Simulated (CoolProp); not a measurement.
A single-stage vapour-compression cycle with R142b: evaporating at 230.15 K (dew point), condensing at 299.15 K (bubble point), superheat 0 K, subcooling 8 K, compressor efficiency 0.85, no pressure losses. Each further row changes one setting.

Computed with CoolProp (reference Helmholtz-energy equation of state, Lemmon 2006). It is a short technical equation, of lower accuracy than the large ones.

```json
[
 {"case": "as stated", "cooling COP": "2.29", "pressure ratio": "17.2", "discharge temperature (K)": "328.1", "refrigerating effect (kJ/kg)": "166", "volumetric capacity (kJ/m³)": "179"},
 {"case": "evaporating temperature 235.15 K", "cooling COP": "2.58", "pressure ratio": "13.1", "discharge temperature (K)": "324.3", "refrigerating effect (kJ/kg)": "170", "volumetric capacity (kJ/m³)": "235"},
 {"case": "condensing temperature 294.15 K", "cooling COP": "2.54", "pressure ratio": "14.8", "discharge temperature (K)": "322.3", "refrigerating effect (kJ/kg)": "173", "volumetric capacity (kJ/m³)": "186"},
 {"case": "subcooling 13 K", "cooling COP": "2.38", "pressure ratio": "17.2", "discharge temperature (K)": "328.1", "refrigerating effect (kJ/kg)": "173", "volumetric capacity (kJ/m³)": "186"},
 {"case": "superheat 10 K", "cooling COP": "2.29", "pressure ratio": "17.2", "discharge temperature (K)": "339.2", "refrigerating effect (kJ/kg)": "174", "volumetric capacity (kJ/m³)": "179"},
 {"case": "compressor efficiency 0.75", "cooling COP": "2.02", "pressure ratio": "17.2", "discharge temperature (K)": "338.4", "refrigerating effect (kJ/kg)": "166", "volumetric capacity (kJ/m³)": "179"}
]
```
